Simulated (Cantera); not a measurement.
## Thermodynamics of hydrogen reduction and annealing atmospheres, feed V₂O₃ + H₂ + H₂O

A closed system holds: 1 mol V₂O₃, 5.2 mol H₂, 0.18 mol H₂O, equilibrated at 450 °C and 1.20 mbar.

Equilibrium computed with Cantera from the NASA thermochemical tables; the gas is ideal and each condensed phase is pure. Candidate condensed phases: H₂O, V, VO, V₂O₃, V₂O₄, V₂O₅; 12 gas species. Condensed phases not in the tables: the oxides between V₂O₃ and V₂O₅ other than VO₂. Kinetics and transport are ignored.

x(H₂): 0.967
x(H₂O): 0.0335
n(V₂O₃(s)): 1.00 mol
gas amount: 5.380 mol
log10 activity of V(s) (absent): -12.50
log10 activity of V₂O₅(s) (absent): -17.92
